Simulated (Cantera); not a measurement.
A closed system holds: 1 mol Si3N4, 0.071 mol CO2, 8.8 mol H2, equilibrated at 1373.15 K and 1.80 Pa.

These are equilibrium values from Cantera (NASA tables, ideal gas, pure condensed phases), not measurements of a reactor. Candidate condensed phases: C, C6H6, C7H8, C8H18, H2O, Si, SiC, SiO2, Si2N2O, Si3N4; 151 gas species. Mutual solubility and eutectic melting of coexisting phases are not modelled. Equilibrium is a limit: real reactors are often held back by kinetics, nucleation or transport.

Base state: H2 0.826, N2 0.171, SiO 0.00164, H 0.000715, CO 2.70e-5, Si 2.16e-5 (mole fractions); condensed: Si(s) + SiC(s) + Si2N2O(s) + Si3N4(s).

Question: What changes in the equilibrium state with this change: temperature from 1373.15 K to 1300 K?

Answer: 
```tsv
species	before	after
H2	0.826	0.972
N2	0.171	0.0276
H	0.000715	0.000257
SiO	0.00164	0.000173
CO	2.70e-5	2.04e-6
Si	2.16e-5	2.41e-6
Si(s), mol	2.58	0.233
SiC(s), mol	0.0707	0.0710
Si2N2O(s), mol	0.124	0.140
Si3N4(s), mol	0.0262	0.805
```

Question: What changes in the equilibrium state with this change: temperature from 1373.15 K to 1923.15 K?

Answer: 
```
species           before     after
--------------  --------  --------
H2                 0.826     0.506
Si               2.16e-5     0.192
H               0.000715     0.158
N2                 0.171     0.133
Si2C             1.10e-8  0.000546
Si2              1.03e-8  0.000333
Si(s), mol          2.58         0
SiC(s), mol       0.0707         0
Si2N2O(s), mol     0.124         0
Si3N4(s), mol     0.0262         0
```
The tables' values for SiN are old estimates; treat these amounts as uncertain.

Question: What changes in the equilibrium state with this change: pressure from 1.80 Pa to 2.30 Pa?

Answer: 
```csv
species,before,after
H2,0.826,0.864
N2,0.171,0.134
SiO,0.00164,0.00129
CO,2.70e-5,2.11e-5
Si,2.16e-5,1.69e-5
H,0.000715,0.000647
"Si(s), mol",2.58,1.90
"SiC(s), mol",0.0707,0.0708
"Si2N2O(s), mol",0.124,0.129
"Si3N4(s), mol",0.0262,0.253
```
